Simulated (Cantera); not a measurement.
A perfectly stirred reactor is fed with CO : O2 : H2O : N2 = 0.0065 : 0.042 : 0.0071 : 1 (molar parts), at 100.0 Torr; it is held at 1500 K, and followed from long to short residence time.

Cantera simulation using GRI-Mech 3.0 (53 species, 325 reactions); the numbers are that mechanism's predictions, not measurements.

Question: What does this change do: pressure from 100.0 Torr to 1.00 bar?

Answer: 
```json
[
 {"quantity": "x(CO) at τ = 2.10 s", "before": "7.01e-5", "after": "2.34e-5"},
 {"quantity": "x(O2) at τ = 2.10 s", "before": "0.0368", "after": "0.0368"},
 {"quantity": "x(H2O) at τ = 2.10 s", "before": "0.00665", "after": "0.00672"},
 {"quantity": "x(N2O) at τ = 2.10 s", "before": "1.73e-7", "after": "3.97e-7"},
 {"quantity": "x(HO2) at τ = 2.10 s", "before": "1.42e-7", "after": "1.09e-7"},
 {"quantity": "x(CO) at τ = 0.120 s", "before": "0.000448", "after": "0.000162"},
 {"quantity": "x(O2) at τ = 0.120 s", "before": "0.0366", "after": "0.0368"},
 {"quantity": "x(H2O) at τ = 0.120 s", "before": "0.00642", "after": "0.00668"},
 {"quantity": "x(N2O) at τ = 0.120 s", "before": "1.22e-7", "after": "1.04e-6"},
 {"quantity": "x(HO2) at τ = 0.120 s", "before": "4.17e-7", "after": "5.83e-7"}
]
```
